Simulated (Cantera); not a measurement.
A closed system holds: 1 mol FeS2, 0.25 mol H2S, 2.8 mol N2, held at 75000 Pa.

Method: chemical equilibrium by Gibbs-energy minimisation in Cantera with the NASA 1993 tables (ideal gas, pure condensed phases). Candidate condensed phases: Fe, FeS, FeS2, S; 16 gas species. FeS: taken at fixed stoichiometry. Kinetics and transport are ignored. All values below are at 1400 K.

Base state: N2 0.780, S2 0.150, H2S 0.0466, H2 0.0227, SH 0.000619 (mole fractions); condensed: FeS(s).

### Question
What changes in the equilibrium state with this change: H2S from 0.25 to 1.5 mol?

### Answer
| species | before | after |
|---|---|---|
| N2 | 0.780 | 0.555 |
| H2S | 0.0466 | 0.199 |
| S2 | 0.150 | 0.148 |
| H2 | 0.0227 | 0.0978 |
| SH | 0.000619 | 0.00127 |
| FeS(s), mol | 1.00 | 1.00 |
